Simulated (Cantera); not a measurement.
What does this Cantera script print?

```python
import numpy as np
import cantera as ct

surf = ct.Interface("ptcombust.yaml", "Pt_surf")
gas = surf.adjacent["gas"]
gas.TPX = 300, 2500, {'H2': 0.02, 'O2': 0.19, 'N2': 0.79}
jet = ct.ImpingingJet(gas=gas, width=0.052, surface=surf)
jet.inlet.mdot, jet.inlet.T, jet.inlet.X = 0.027, 300, {'H2': 0.02, 'O2': 0.19, 'N2': 0.79}
jet.set_refine_criteria(ratio=10, slope=0.2, curve=0.3)
show, cover = ['H2', 'O2', 'H2O', 'OH'], ["PT(S)", "H(S)", "O(S)", "OH(S)", "CO(S)", "C(S)"]

rows = []
print(f"{'Ts/K':>7s}" + "".join(f"{s:>11s}" for s in show + cover) + "   (gas at the wall, coverages)")
for i, Ts in enumerate([700, 750, 800, 850, 900, 950, 1000, 1050]):
    jet.surface.T = Ts
    if i == 0:
        surf.TP = Ts, 2500
        surf.coverages = "PT(S):0.5, O(S):0.5"
        surf.advance_coverages(1.0)
        jet.set_initial_guess(products="inlet")
    jet.solve(loglevel=0, auto=(i == 0))
    rows.append([*(jet.X[gas.species_index(s), -1] for s in show), *surf[cover].coverages])
    print(f"{Ts:7g}" + "".join(f"{x:11.3e}" for x in rows[-1]))
```

It prints:

```
   Ts/K         H2         O2        H2O         OH      PT(S)       H(S)       O(S)      OH(S)      CO(S)       C(S)   (gas at the wall, coverages)
    700  4.249e-03  1.736e-01  2.989e-02  2.190e-10  5.687e-02  1.518e-09  9.419e-01  1.271e-03 -2.465e-17 -4.349e-27
    750  3.306e-03  1.726e-01  3.151e-02  1.307e-09  8.065e-02  3.888e-09  9.182e-01  1.106e-03  1.558e-18  4.638e-29
    800  2.378e-03  1.717e-01  3.309e-02  5.828e-09  1.229e-01  1.115e-08  8.760e-01  1.024e-03  8.915e-19  6.049e-28
    850  1.752e-03  1.711e-01  3.412e-02  2.115e-08  1.791e-01  2.915e-08  8.200e-01  9.408e-04  1.032e-18  1.198e-26
    900  1.359e-03  1.708e-01  3.472e-02  6.660e-08  2.435e-01  6.665e-08  7.557e-01  8.462e-04  9.877e-22  4.707e-27
    950  1.109e-03  1.706e-01  3.506e-02  1.848e-07  3.121e-01  1.357e-07  6.872e-01  7.487e-04  3.049e-19  8.939e-27
   1000  9.554e-04  1.703e-01  3.531e-02  4.601e-07  3.829e-01  2.535e-07  6.164e-01  6.555e-04 -7.289e-21 -1.258e-30
   1050  8.385e-04  1.704e-01  3.520e-02  1.045e-06  4.523e-01  4.366e-07  5.471e-01  5.669e-04  2.734e-16  4.660e-26
```

Detailed kinetics in Cantera: Deutschmann's 1995 Pt surface mechanism with GRI-Mech 3.0 gas chemistry. Catalytic surfaces can have several steady states; this one follows from the mechanism file's or the stated starting coverage.
